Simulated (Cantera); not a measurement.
Charge: 1 mol SiH2Cl2, 350 mol H2, held at 2227 °C and 6700 Pa.

These are equilibrium values from Cantera (NASA tables, ideal gas, pure condensed phases), not measurements of a reactor. Candidate condensed phases: Si; 19 gas species. The tables' values for SiCl are old estimates; treat these amounts as uncertain. Gases not in the tables: Si2H6 and higher silanes. Kinetics and transport are ignored.

### Question
What is the equilibrium state?

### Answer
| Property | Value |
|---|---|
| x(H2) | 0.900 |
| x(H) | 0.0921 |
| x(HCl) | 0.00502 |
| x(Si) | 0.00249 |
| x(Cl) | 0.000364 |
| x(SiH) | 0.000161 |
| x(SiH2) | 3.23e-5 |
| x(SiCl) | 1.47e-5 |
| x(Si2) | 2.33e-6 |
| gas amount | 370.1 mol |
| log10 activity of Si(l) (absent) | -1.45 |
